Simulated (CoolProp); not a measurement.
Computed with CoolProp (reference Helmholtz-energy equation of state, Platzer 1990). This equation is an older, rougher fit; its heat capacities, sound speeds and derivatives of the liquid may be far off and weren't checked against measurements.

Question: Give the vapour pressure (bar), liquid density (kg/m³), vapour density (kg/m³) of saturated CF4 (R14) at -75.85, -71.45, -54.05 °C.

Answer: 
```csv
T (°C),p (bar),liquid density (kg/m³),vapour density (kg/m³)
-75.85,14.1,1270,100
-71.45,16.5,1230,120
-54.05,29.2,1020,259
```
